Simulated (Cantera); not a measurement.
What does this Cantera script print?

```python
import numpy as np
import cantera as ct

gas = ct.Solution("gri30.yaml")
gas.TPX = 525, 93000, {'CH4': 0.62, 'O2': 1.54, 'N2': 5.78}
inlet = ct.Reservoir(gas, clone=True)
gas.equilibrate("HP")  # start burning
reactor = ct.IdealGasConstPressureReactor(gas, energy="on", clone=False)
exhaust = ct.Reservoir(gas, clone=True)
tau = [0.073, 0.032, 0.014, 0.0062, 0.0027, 0.0012, 0.00052, 0.00023, 9.9e-05, 4.3e-05][0]
for a, b in ((inlet, reactor), (reactor, exhaust)):
    ct.MassFlowController(a, b, mdot=lambda t: reactor.mass / tau)
net = ct.ReactorNet([reactor])
show = ['CH4', 'O2', 'OH', 'N2O', 'HCN']

rows = []
print(f"{'tau/s':>10s}{'T/K':>9s}" + "".join(f"{s:>11s}" for s in show))
for tau in [0.073, 0.032, 0.014, 0.0062, 0.0027, 0.0012, 0.00052, 0.00023, 9.9e-05, 4.3e-05]:
    net.initial_time = 0.0
    net.advance(30 * tau)
    before = gas.X
    net.advance(40 * tau)
    drift = np.max(np.abs(gas.X - before) / (gas.X + 1e-9))
    rows.append([gas.T, *gas[show].X, drift])
    print(f"{tau:10.3e}{gas.T:9.1f}" + "".join(f"{x:11.3e}" for x in gas[show].X))
```

It prints:

```
     tau/s      T/K        CH4         O2         OH        N2O        HCN
 7.300e-02   2149.4  4.475e-06  3.784e-02  3.928e-03  2.622e-07  9.604e-08
 3.200e-02   2139.6  8.729e-06  3.830e-02  4.398e-03  2.767e-07  1.090e-07
 1.400e-02   2121.3  1.606e-05  3.896e-02  5.121e-03  2.866e-07  1.231e-07
 6.200e-03   2092.6  2.836e-05  3.996e-02  6.032e-03  2.784e-07  1.428e-07
 2.700e-03   2050.8  5.086e-05  4.141e-02  7.021e-03  2.526e-07  1.749e-07
 1.200e-03   1998.0  9.289e-05  4.330e-02  7.857e-03  2.217e-07  2.243e-07
 5.200e-04   1932.1  1.838e-04  4.589e-02  8.375e-03  1.920e-07  3.034e-07
 2.300e-04   1857.6  3.944e-04  4.955e-02  8.313e-03  1.668e-07  4.313e-07
 9.900e-05   1764.2  1.076e-03  5.663e-02  7.178e-03  1.386e-07  7.114e-07
 4.300e-05    525.0  7.809e-02  1.940e-01  4.846e-25  1.562e-21  3.182e-20
```

Computed with Cantera and GRI-Mech 3.0 (53 species, 325 reactions).
